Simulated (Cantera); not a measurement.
A Cantera script and what it prints.

```python
import numpy as np
import cantera as ct

gas_names = """
    NO TaO2 N2O
""".split()
cond_names = """
    Ta(cr) Ta(L)
""".split()


# ... load() reads the species with a 1 bar reference pressure and builds the phases ...
species = {s.name: s for s in load("nasa_gas.yaml", gas_names) + load("nasa_condensed.yaml", cond_names)}
# Each term lists the table entries of one substance; the one whose range holds T is used.
reactions = {
    '4 NO(g) + Ta = TaO2(g) + 2 N2O(g)':
        [(-4, ['NO']), (-1, ['Ta(cr)', 'Ta(L)']), (1, ['TaO2']), (2, ['N2O'])],
}


def pick(names, T):
    return next(species[n] for n in names if species[n].thermo.min_temp <= T <= species[n].thermo.max_temp)


results = []
for label, terms in reactions.items():
    print(label)
    print("     T/K   dH/kJ  dS/(J/K)   dG/kJ   log10 K")
    for T in [300, 923, 973, 1023, 1073, 1123, 1173, 1223, 1273, 1323, 1373, 1423]:
        used = [(nu, pick(names, T)) for nu, names in terms]
        dH = sum(nu * s.thermo.h(T) for nu, s in used) / 1e6
        dS = sum(nu * s.thermo.s(T) for nu, s in used) / 1e3
        dG = dH - T * dS / 1e3
        logK = -dG * 1e6 / (ct.gas_constant * T * np.log(10))
        results.append((label, T, dH, dS, dG, logK, [s.name for _, s in used]))
        print(f"{T:8g} {dH:8.1f} {dS:8.1f} {dG:8.1f} {logK:8.2f}")
```

It prints:

```
4 NO(g) + Ta = TaO2(g) + 2 N2O(g)
     T/K   dH/kJ  dS/(J/K)   dG/kJ   log10 K
     300   -402.8   -164.3   -353.5    61.54
     923   -405.8   -172.2   -246.8    13.97
     973   -405.7   -172.1   -238.2    12.79
    1023   -405.5   -172.0   -229.6    11.72
    1073   -405.4   -171.9   -221.0    10.76
    1123   -405.3   -171.8   -212.4     9.88
    1173   -405.2   -171.7   -203.8     9.07
    1223   -405.0   -171.6   -195.2     8.34
    1273   -404.9   -171.5   -186.6     7.66
    1323   -404.8   -171.4   -178.1     7.03
    1373   -404.6   -171.3   -169.5     6.45
    1423   -404.5   -171.2   -160.9     5.91
```

Source: NASA polynomial tables (part measured, part estimated), evaluated in Cantera. Condensed species are held in their standard states even where they would react or evaporate.
